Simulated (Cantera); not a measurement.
Feed: 1 mol SiO₂, 2 mol CH₄, 0.25 mol H₂, at 1098 K and 10000 Pa.

These are equilibrium values from Cantera (NASA tables, ideal gas, pure condensed phases), not measurements of a reactor. Candidate condensed phases: C, C₆H₆, C₇H₈, C₈H₁₈, H₂O, Si, SiC, SiO₂; 123 gas species. The numbers say what is thermodynamically allowed, not how fast it happens.

Base state: H₂ 0.996, CH₄ 0.00363, CO 3.25e-5 (mole fractions); condensed: C(graphite) + SiO₂(β-quartz).

Problem. What changes in the equilibrium state with this change: temperature from 1098 K to 2025 K?

Solution. 
```csv
species,before,after
H₂,0.996,0.676
CO,3.25e-5,0.239
SiO,6.29e-9,0.0797
Si,<1e-9,0.000203
H,7.81e-8,0.00500
SiH,<1e-9,3.38e-5
SiH₂,<1e-9,2.88e-5
C₂H₂ (acetylene),1.27e-8,1.81e-5
"C(graphite), mol",1.98,0
"SiO₂(β-quartz), mol",1.000,0
"SiC(s), mol",0,0.499
```
Gases not in the tables: Si₂H₆ and higher silanes.
